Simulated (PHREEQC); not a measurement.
City or well water: an equilibrium model

A made-up water analysis in mg/kgw, 20 °C, pH 8.76, pe 11.8:

```json
[
 {"constituent": "Na", "mg/kgw": "23.6"},
 {"constituent": "K", "mg/kgw": "0.0876"},
 {"constituent": "Ca", "mg/kgw": "3.12"},
 {"constituent": "Mg", "mg/kgw": "1.02"},
 {"constituent": "Cl", "mg/kgw": "17.7"},
 {"constituent": "S(6) as SO4", "mg/kgw": "8.49"},
 {"constituent": "Alkalinity as HCO3", "mg/kgw": "35.2"},
 {"constituent": "Cu(2)", "mg/kgw": "0.0302"}
]
```

Cl is adjusted to close the charge balance.
Valence states are taken as typed.

The numbers come from PHREEQC with the ion-association model, wateq4f.dat.

The ionic strength is 0.00148 mol/kgw.

| species | molality | activity | log γ |
|---|---|---|---|
| Na+ | 0.00103 | 0.000983 | -0.018 |
| HCO3- | 0.000538 | 0.000516 | -0.018 |
| Cl- | 0.000516 | 0.000494 | -0.019 |
| SO4-2 | 8.66e-5 | 7.32e-5 | -0.073 |
| Ca+2 | 7.53e-5 | 6.37e-5 | -0.073 |
| Mg+2 | 4.08e-5 | 3.45e-5 | -0.072 |
| CO3-2 | 1.48e-5 | 1.25e-5 | -0.073 |
| OH- | 4.08e-6 | 3.91e-6 | -0.019 |

Precipitation was switched off in this run. The database's constant for dissolved Cu(OH)2 is higher than later reviews accept.
